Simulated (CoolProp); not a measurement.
Model: reference Helmholtz-energy equation of state, Thol 2015, in CoolProp.

**Question.** For octamethylcyclotetrasiloxane (D4), give the phase and the cp (kJ/(kg K)), speed of sound (m/s), isothermal compressibility (1/MPa), expansivity (1/kK) at 165.15 °C and 62.5 bar; 181.75 °C and 62.5 bar.

**Answer.** 
- 165.15 °C and 62.5 bar: liquid; cp 1.94, speed of sound 578, isothermal compressibility 0.00428, expansivity 1.42
- 181.75 °C and 62.5 bar: liquid; cp 1.98, speed of sound 541, isothermal compressibility 0.00499, expansivity 1.48
